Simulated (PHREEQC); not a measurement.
Dissolve 0.15 mol/kgw HF and 0.035 mol/kgw NH4F at 25 °C. Closed to the air; pH follows from the charge balance.

Computed with PHREEQC (ion-association model, phreeqc.dat).

Each row changes one thing in this solution. No solid was allowed to form.

```tsv
case	pH	ionic strength (mol/kgw)	HF (mol/kgw)	F- (mol/kgw)	HF2- (mol/kgw)
as made	2.39	0.0397	0.132	0.0264	0.0134
diluted 10-fold with water	2.75	0.00543	0.0128	0.00517	0.000254
diluted 2-fold with water	2.51	0.0210	0.0672	0.0167	0.00431
NH4F left out	1.93	0.0129	0.133	0.00855	0.00436
HF from 0.15 to 0.165 mol/kgw	2.34	0.0403	0.145	0.0259	0.0144
NH4F from 0.035 to 0.0385 mol/kgw	2.42	0.0429	0.131	0.0285	0.0144
HF from 0.15 to 0.03 mol/kgw	3.19	0.0357	0.0260	0.0325	0.00324
```
